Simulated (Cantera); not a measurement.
Input: 1 mol Cu2O, 16 mol H2, 0.12 mol H2O, at 2198 K and 1430 Torr.

Cantera equilibrium calculation (NASA polynomials, part measured and part estimated; ideal gas, pure solids and liquids). Candidate condensed phases: Cu, CuO, Cu(OH)2, Cu2O, H2O; 12 gas species. Kinetics and transport are ignored.

Base state: H2 0.916, H2O 0.0685, Cu 0.0120, H 0.00387, Cu2 9.11e-5, OH 4.02e-5 (mole fractions); condensed: Cu(l).

What changes in the equilibrium state with this change: pressure from 1430 Torr to 10.0 Torr?


```json
[
 {"species": "H2", "before": "0.916", "after": "0.789"},
 {"species": "Cu", "before": "0.0120", "after": "0.108"},
 {"species": "H2O", "before": "0.0685", "after": "0.0600"},
 {"species": "H", "before": "0.00387", "after": "0.0428"},
 {"species": "O", "before": "1.18e-7", "after": "1.72e-5"},
 {"species": "OH", "before": "4.02e-5", "after": "0.000453"},
 {"species": "Cu2", "before": "9.11e-5", "after": "5.14e-5"},
 {"species": "Cu(l), mol", "before": "1.80", "after": "0"}
]
```
